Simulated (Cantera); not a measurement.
**Transport properties of process gases**

Gas mixture: H2 = 0.094 (molar parts), at 0.00197 atm, frozen composition.

Cantera's kinetic-theory transport with the Lennard-Jones parameters of GRI-Mech 3.0, ideal gas; thermal conductivity in the multicomponent form.

| T (K) | ρ (kg/m³) | cp (J/kg/K) | μ (µPa s) | λ (mW/m/K) | Pr | D (cm²/s) H2O | D (cm²/s) H2 | D (cm²/s) CH4 |
|---|---|---|---|---|---|---|---|---|
| 400 | 0.000121 | 14520 | 10.9 | 229 | 0.689 | 736 | 128000 | 612 |
| 600 | 8.08e-5 | 14510 | 14.1 | 298 | 0.688 | 1510 | 256000 | 1210 |
| 800 | 6.06e-5 | 14690 | 17.0 | 364 | 0.688 | 2490 | 415000 | 1960 |
| 1000 | 4.85e-5 | 14960 | 19.7 | 427 | 0.689 | 3640 | 602000 | 2840 |
| 1200 | 4.04e-5 | 15380 | 22.1 | 493 | 0.690 | 4950 | 815000 | 3840 |
| 1400 | 3.46e-5 | 15800 | 24.4 | 559 | 0.691 | 6410 | 1050000 | 4960 |
| 1600 | 3.03e-5 | 16220 | 26.6 | 625 | 0.691 | 8010 | 1310000 | 6190 |
| 1800 | 2.69e-5 | 16620 | 28.7 | 690 | 0.692 | 9750 | 1600000 | 7520 |
D: mixture-averaged diffusion coefficient of that species in the mixture.
